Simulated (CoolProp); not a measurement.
Saturation properties of isobutane (Tc = 134.7 °C, pc = 3629 kPa, ω = 0.184).

Computed with CoolProp (reference Helmholtz-energy equation of state, Bücker 2006).

```json
[
 {"T (°C)": "-38.05", "p (kPa)": "31.67", "liquid density (kg/m³)": "622.1", "vapour density (kg/m³)": "0.9588", "enthalpy of vaporisation (kJ/kg)": "387.3", "surface tension (mN/m)": "17.3"},
 {"T (°C)": "-24.15", "p (kPa)": "60.65", "liquid density (kg/m³)": "607.4", "vapour density (kg/m³)": "1.753", "enthalpy of vaporisation (kJ/kg)": "375.8", "surface tension (mN/m)": "15.6"},
 {"T (°C)": "-10.15", "p (kPa)": "107.8", "liquid density (kg/m³)": "592.0", "vapour density (kg/m³)": "2.995", "enthalpy of vaporisation (kJ/kg)": "363.7", "surface tension (mN/m)": "14.0"},
 {"T (°C)": "3.85", "p (kPa)": "179.5", "liquid density (kg/m³)": "576.1", "vapour density (kg/m³)": "4.830", "enthalpy of vaporisation (kJ/kg)": "350.7", "surface tension (mN/m)": "12.4"},
 {"T (°C)": "17.75", "p (kPa)": "282.1", "liquid density (kg/m³)": "559.6", "vapour density (kg/m³)": "7.411", "enthalpy of vaporisation (kJ/kg)": "336.7", "surface tension (mN/m)": "10.8"},
 {"T (°C)": "31.75", "p (kPa)": "425.0", "liquid density (kg/m³)": "542.1", "vapour density (kg/m³)": "10.99", "enthalpy of vaporisation (kJ/kg)": "321.3", "surface tension (mN/m)": "9.26"},
 {"T (°C)": "45.75", "p (kPa)": "616.0", "liquid density (kg/m³)": "523.3", "vapour density (kg/m³)": "15.83", "enthalpy of vaporisation (kJ/kg)": "304.3", "surface tension (mN/m)": "7.73"},
 {"T (°C)": "59.65", "p (kPa)": "862.2", "liquid density (kg/m³)": "503.2", "vapour density (kg/m³)": "22.24", "enthalpy of vaporisation (kJ/kg)": "285.4", "surface tension (mN/m)": "6.26"},
 {"T (°C)": "73.65", "p (kPa)": "1176", "liquid density (kg/m³)": "480.9", "vapour density (kg/m³)": "30.87", "enthalpy of vaporisation (kJ/kg)": "263.6", "surface tension (mN/m)": "4.84"},
 {"T (°C)": "87.65", "p (kPa)": "1568", "liquid density (kg/m³)": "455.7", "vapour density (kg/m³)": "42.57", "enthalpy of vaporisation (kJ/kg)": "238.1", "surface tension (mN/m)": "3.48"},
 {"T (°C)": "101.55", "p (kPa)": "2044", "liquid density (kg/m³)": "426.0", "vapour density (kg/m³)": "58.82", "enthalpy of vaporisation (kJ/kg)": "207.2", "surface tension (mN/m)": "2.23"}
]
```

It boils at -11.7 °C under 1 atm.

Surface tension comes from a separate correlation (Mulero 2012).
